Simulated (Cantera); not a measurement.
A closed system holds: 1 mol SiH4, 0.55 mol HCl, 7 mol N2, at 848.15 K and 480 Torr.

These are equilibrium values from Cantera (NASA tables, ideal gas, pure condensed phases), not measurements of a reactor. Candidate condensed phases: NH4Cl, Si, Si3N4; 28 gas species. N2 is the only nitrogen source here; it is nearly inert below about 1500 K, so the nitride shown seldom forms there in practice. The numbers say what is thermodynamically allowed, not how fast it happens.

Base state: N2 0.713, H2 0.225, HCl 0.0612, SiCl4 0.000187, NH3 0.000109 (mole fractions); condensed: Si3N4(s).

Problem. What changes in the equilibrium state with this change: SiH4 replaced by Si3H8?

Solution. 
| species | before | after |
|---|---|---|
| N2 | 0.713 | 0.524 |
| H2 | 0.225 | 0.419 |
| HCl | 0.0612 | 0.0574 |
| SiCl4 | 0.000187 | 5.15e-5 |
| NH3 | 0.000109 | 0.000237 |
| Si3N4(s), mol | 0.333 | 1.000 |
The feed counts by its element totals alone.
